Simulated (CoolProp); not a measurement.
A single-stage vapour-compression cycle with R1336mzz(E): evaporating at 258.15 K (dew point), condensing at 293.15 K (bubble point), superheat 5 K, subcooling 2 K, compressor efficiency 0.6, no pressure losses. Each further row changes one setting.

Values from CoolProp's reference Helmholtz-energy equation of state, Akasaka 2023.

```json
[
 {"case": "as stated", "cooling COP": "3.82", "pressure ratio": "4.47", "discharge temperature (K)": "307.9", "refrigerating effect (kJ/kg)": "129", "volumetric capacity (kJ/m³)": "356"},
 {"case": "evaporating temperature 263.15 K", "cooling COP": "4.66", "pressure ratio": "…", "discharge temperature (K)": "306.0", "refrigerating effect (kJ/kg)": "…", "volumetric capacity (kJ/m³)": "461"},
 {"case": "condensing temperature 288.15 K", "cooling COP": "…", "pressure ratio": "3.71", "discharge temperature (K)": "302.1", "refrigerating effect (kJ/kg)": "135", "volumetric capacity (kJ/m³)": "373"},
 {"case": "subcooling 7 K", "cooling COP": "…", "pressure ratio": "4.47", "discharge temperature (K)": "307.9", "refrigerating effect (kJ/kg)": "135", "volumetric capacity (kJ/m³)": "373"},
 {"case": "superheat 15 K", "cooling COP": "3.89", "pressure ratio": "4.47", "discharge temperature (K)": "318.7", "refrigerating effect (kJ/kg)": "136", "volumetric capacity (kJ/m³)": "363"},
 {"case": "compressor efficiency 0.5", "cooling COP": "…", "pressure ratio": "4.47", "discharge temperature (K)": "315.7", "refrigerating effect (kJ/kg)": "129", "volumetric capacity (kJ/m³)": "356"}
]
```

Q: Fill in the missing entries.

A: 
- evaporating temperature 263.15 K, pressure ratio: 3.50
- evaporating temperature 263.15 K, refrigerating effect (kJ/kg): 132
- condensing temperature 288.15 K, cooling COP: 4.59
- subcooling 7 K, cooling COP: 4.01
- compressor efficiency 0.5, cooling COP: 3.19
